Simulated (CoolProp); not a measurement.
Vapour-liquid equilibrium of n-butane (1) + cis-2-butene (2) at 4.38 bar; x and y are mole fractions of (1).

Model: multi-fluid Helmholtz-energy mixture model, Bücker 2006 and Lemmon 2005; pair parameters Bell 2016, in CoolProp.

```tsv
x	bubble temperature (°C)	y at the bubble point	dew temperature at overall composition x (°C)	liquid density (mol/L)
0.05	48.9	0.058	49.0	10.38
0.15	48.3	0.169	48.4	10.27
0.25	47.7	0.274	47.8	10.17
0.35	47.2	0.375	47.3	10.06
0.45	46.8	0.473	46.9	9.961
0.55	46.5	0.570	46.5	9.861
0.65	46.2	0.666	46.2	9.763
0.75	45.9	0.761	45.9	9.667
0.85	45.6	0.857	45.7	9.572
0.95	45.4	0.952	45.4	9.479
```

No azeotrope shows between x = 0.05 and 0.95.

The pair parameters rest on a limited set of measurements; away from them the model extrapolates.
